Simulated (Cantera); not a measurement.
Cantera with NASA thermochemical tables; ideal gases at 1 bar, condensed phases pure. Values are per mole of reaction as written; species without (g) are pure solids or liquids, kept so even where they would boil at 1 bar.

### Question
Between 998 and 1498 K, where is each reaction favourable under standard conditions?
- 2 Al + H₂O(g) ⇌ 2 H(g) + Al₂O(g)

### Answer
- 2 Al + H₂O(g) ⇌ 2 H(g) + Al₂O(g): ΔG° is 294 kJ at 998 K and 184 kJ at 1498 K; it stays positive (K < 1). ΔH° is 512 kJ and ΔS° 219 J/K at 1498 K.
